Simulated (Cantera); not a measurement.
Input: 1 mol Al(CH3)3, 0.8 mol N2O, 35 mol N2, at 1925 °C and 22.0 Pa.

Method: chemical equilibrium by Gibbs-energy minimisation in Cantera with the NASA 1993 tables (ideal gas, pure condensed phases). Candidate condensed phases: Al, AlN, Al2O3, C, C6H6, C7H8, C8H18, H2O; 148 gas species. The feed counts by its element totals alone. The numbers say what is thermodynamically allowed, not how fast it happens.

Base state: N2 0.809, H 0.0878, H2 0.0547, Al 0.0227, CO 0.0182, HCN 0.00630, HNC 0.000496, CN 0.000359 (mole fractions); condensed: C(graphite).

Q: What changes in the equilibrium state with this change: N2 from 35 to 2.4 mol?

A: 
```
species             before     after
----------------  --------  --------
H2                  0.0547     0.313
N2                   0.809     0.296
H                   0.0878     0.210
CO                  0.0182    0.0754
Al                  0.0227    0.0941
AlH                1.48e-5  0.000147
C2H2 (acetylene)  0.000139  0.000794
C2H                7.67e-6   1.83e-5
C(graphite), mol      1.87      2.08
```

Q: What changes in the equilibrium state with this change: N2O from 0.8 to 21 mol?

A: 
| species | before | after |
|---|---|---|
| N2 | 0.809 | 0.763 |
| O2 | <1e-9 | 0.0586 |
| O | <1e-9 | 0.0436 |
| H | 0.0878 | 0.0350 |
| H2 | 0.0547 | 0.00868 |
| H2O | <1e-9 | 0.0277 |
| OH | <1e-9 | 0.0155 |
| CO2 | <1e-9 | 0.0155 |
| Al | 0.0227 | 1.96e-6 |
| CO | 0.0182 | 0.0256 |
| AlO2H | <1e-9 | 4.24e-5 |
| NO | <1e-9 | 0.00653 |
| HCN | 0.00630 | <1e-9 |
| HNC | 0.000496 | <1e-9 |
| CN | 0.000359 | <1e-9 |
| C2H2 (acetylene) | 0.000139 | <1e-9 |
| C(graphite), mol | 1.87 | 0 |
| Al2O3(s), mol | 0 | 0.497 |
